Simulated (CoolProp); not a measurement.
Values from CoolProp's reference Helmholtz-energy equation of state, Gao 2020.

Problem. Give the vapour pressure (MPa), vapour viscosity (µPa s), liquid conductivity (mW/(m K)) of saturated ammonia at 2.25, 13.55 °C.

Solution. 
```tsv
T (°C)	p (MPa)	vapour viscosity (µPa s)	liquid conductivity (mW/(m K))
2.25	0.467	9.12	553
13.55	0.694	9.47	519
```

Viscosity comes from a separate model (Fenghour 1995). Thermal conductivity comes from a separate model (Tufeu 1984).
